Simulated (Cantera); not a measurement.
Input: 1 mol ZrN, 0.061 mol H₂, equilibrated at 1775 K and 5.40e-5 bar.

These are equilibrium values from Cantera (NASA tables, ideal gas, pure condensed phases), not measurements of a reactor. Candidate condensed phases: Zr, ZrN; 11 gas species. ZrN: taken at fixed stoichiometry. Equilibrium is a limit: real reactors are often held back by kinetics, nucleation or transport.

Base state: H₂ 0.961, H 0.0386 (mole fractions); condensed: ZrN(s).

Question: What changes in the equilibrium state with this change: 0.037 mol NH₃ added?

Answer: 
```tsv
species	before	after
H₂	0.961	0.830
N₂	1.09e-7	0.135
H	0.0386	0.0359
ZrN(s), mol	1.00	1.00
```
